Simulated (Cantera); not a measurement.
**Premixed flame**

A freely propagating, adiabatic, planar premixed flame of H2 : O2 : N2 = 1 : 0.357 : 1.34 (molar parts), equivalence ratio 1.4, unburnt at 550 K and 825 Torr; mixture-averaged transport, grid criteria slope 0.08 and curve 0.16, no radiation.

Detailed kinetics in Cantera: the H2/O2 subset of GRI-Mech 3.0, which has no nitrogen chemistry. Burning velocities carry a grid error of a few per cent, more on coarse grids.

| z (mm) | T (K) | u (m/s) | x H2 | x O2 | x HO2 | x OH | x H2O | x H2O2 |
|---|---|---|---|---|---|---|---|---|
| -1.17 | 550 | 7.67 | 0.371 | 0.132 | <1e-8 | <1e-8 | <1e-8 | <1e-8 |
| -0.779 | 550 | 7.67 | 0.371 | 0.132 | <1e-8 | <1e-8 | <1e-8 | <1e-8 |
| -0.584 | 550 | 7.67 | 0.371 | 0.132 | <1e-8 | <1e-8 | <1e-8 | <1e-8 |
| -0.390 | 550 | 7.67 | 0.371 | 0.132 | 1.88e-7 | <1e-8 | 5.81e-8 | <1e-8 |
| -0.195 | 563 | 7.83 | 0.368 | 0.133 | 0.000222 | 4.04e-5 | 0.000456 | 3.21e-6 |
| -0.0974 | 787 | 10.7 | 0.335 | 0.127 | 0.000219 | 0.000866 | 0.0189 | 1.97e-5 |
| 0 | 1245 | 16.3 | 0.223 | 0.0861 | 8.57e-5 | 0.00339 | 0.109 | 4.13e-6 |
| 0.0974 | 1559 | 20.2 | 0.125 | 0.0273 | 2.56e-5 | 0.00836 | 0.217 | 2.27e-6 |
| 0.195 | 1700 | 21.9 | 0.104 | 0.0112 | 9.93e-6 | 0.0108 | 0.247 | 1.44e-6 |
| 0.390 | 1844 | 23.5 | 0.104 | 0.00697 | 5.57e-6 | 0.0124 | 0.258 | 8.06e-7 |
| 0.779 | 1992 | 25.1 | 0.108 | 0.00501 | 3.63e-6 | 0.0129 | 0.266 | 4.32e-7 |
| 1.56 | 2137 | 26.6 | 0.112 | 0.00320 | 2.20e-6 | 0.0122 | 0.275 | 2.38e-7 |
| 3.12 | 2260 | 27.9 | 0.114 | 0.00177 | 1.24e-6 | 0.0102 | 0.284 | 1.41e-7 |
x: mole fraction of selected species; z is measured from the peak of heat release.

```yaml
laminar_burning_velocity: 767 cm/s
thermal_thickness: 0.390 mm
peak x(HO2): 0.000346
peak x(OH): 0.0129
peak x(H2O2): 2.05e-5
grid_points: 136
```
